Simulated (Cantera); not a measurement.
**Hydrocarbon pyrolysis for carbon deposition**

An isothermal, constant-pressure homogeneous reactor starts with 14.7 % C2H6, 85.3 % N2, at 1498 K and 101000 Pa.

Detailed kinetics in Cantera: GRI-Mech 3.0 (53 species, 325 reactions). GRI-Mech 3.0 stops at C3 and has no aromatics, soot or wall deposition, so with more carbon than oxygen in the feed, carbon stays in small species such as C2H2 where larger ones or solid carbon would form.

```json
[
 {"t (s)": "0.000400", "x C2H6": "0.0168", "x C2H2": "0.0189", "x CH3": "0.000655", "x C2H4": "0.0764", "x CH2": "2.77e-7", "x CH4": "0.0341", "x H2": "0.0975"},
 {"t (s)": "0.00206", "x C2H6": "0.000283", "x C2H2": "0.0532", "x CH3": "8.14e-5", "x C2H4": "0.0509", "x CH2": "6.92e-9", "x CH4": "0.0390", "x H2": "0.138"},
 {"t (s)": "0.0106", "x C2H6": "3.30e-5", "x C2H2": "0.0768", "x CH3": "3.24e-5", "x C2H4": "0.0249", "x CH2": "1.13e-9", "x CH4": "0.0383", "x H2": "0.159"},
 {"t (s)": "0.0548", "x C2H6": "1.57e-5", "x C2H2": "0.0942", "x CH3": "2.70e-5", "x C2H4": "0.00563", "x CH2": "7.95e-10", "x CH4": "0.0373", "x H2": "0.175"},
 {"t (s)": "0.283", "x C2H6": "1.40e-5", "x C2H2": "0.0956", "x CH3": "2.55e-5", "x C2H4": "0.00503", "x CH2": "7.55e-10", "x CH4": "0.0352", "x H2": "0.179"},
 {"t (s)": "1.46", "x C2H6": "1.12e-5", "x C2H2": "0.0979", "x CH3": "2.16e-5", "x C2H4": "0.00535", "x CH2": "6.68e-10", "x CH4": "0.0285", "x H2": "0.187"},
 {"t (s)": "7.52", "x C2H6": "9.62e-6", "x C2H2": "0.0996", "x CH3": "1.86e-5", "x C2H4": "0.00560", "x CH2": "6.01e-10", "x CH4": "0.0235", "x H2": "0.193"},
 {"t (s)": "38.8", "x C2H6": "9.60e-6", "x C2H2": "0.0996", "x CH3": "1.86e-5", "x C2H4": "0.00560", "x CH2": "6.00e-10", "x CH4": "0.0235", "x H2": "0.193"},
 {"t (s)": "200", "x C2H6": "9.60e-6", "x C2H2": "0.0996", "x CH3": "1.86e-5", "x C2H4": "0.00560", "x CH2": "6.00e-10", "x CH4": "0.0235", "x H2": "0.193"}
]
```
x: mole fraction; the columns are a selection and need not sum to one.

Equilibrium at this temperature and pressure: C2H6 5.92e-6, C2H2 0.0568, CH3 1.46e-5, C2H4 0.00332, CH2 4.62e-10, CH4 0.0188, H2 0.201 (gas phase only).
